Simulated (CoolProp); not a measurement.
Saturation properties of toluene.

The numbers come from the reference Helmholtz-energy equation of state, Lemmon 2006 in CoolProp. It is a short technical equation, of lower accuracy than the large ones.

| T (K) | p (MPa) | liquid density (kg/m³) | vapour density (kg/m³) | surface tension (mN/m) | liquid conductivity (mW/(m K)) |
|---|---|---|---|---|---|
| 447 | 0.4580 | 709.3 | 12.84 | 11.2 | 92.7 |
| 450.6 | 0.4920 | 704.9 | 13.78 | 10.8 | 92.0 |
| 454.2 | 0.5279 | 700.5 | 14.77 | 10.5 | 91.3 |
| 457.8 | 0.5657 | 696.1 | 15.81 | 10.1 | 90.6 |
| 461.4 | 0.6055 | 691.5 | 16.92 | 9.78 | 89.9 |
| 465 | 0.6473 | 686.9 | 18.09 | 9.43 | 89.2 |
| 468.6 | 0.6913 | 682.3 | 19.33 | 9.09 | 88.5 |
| 472.2 | 0.7376 | 677.5 | 20.64 | 8.75 | 87.9 |
| 475.8 | 0.7860 | 672.7 | 22.03 | 8.41 | 87.3 |
| 479.4 | 0.8369 | 667.9 | 23.49 | 8.07 | 86.6 |
| 483 | 0.8901 | 662.9 | 25.04 | 7.74 | 86.0 |
| 486.6 | 0.9459 | 657.8 | 26.67 | 7.41 | 85.4 |
| 490.2 | 1.004 | 652.7 | 28.40 | 7.09 | 84.9 |

It boils at 383.7 K under 1 atm.

Thermal conductivity comes from a separate model (Assael 2012). Surface tension comes from a separate correlation (Mulero 2012).
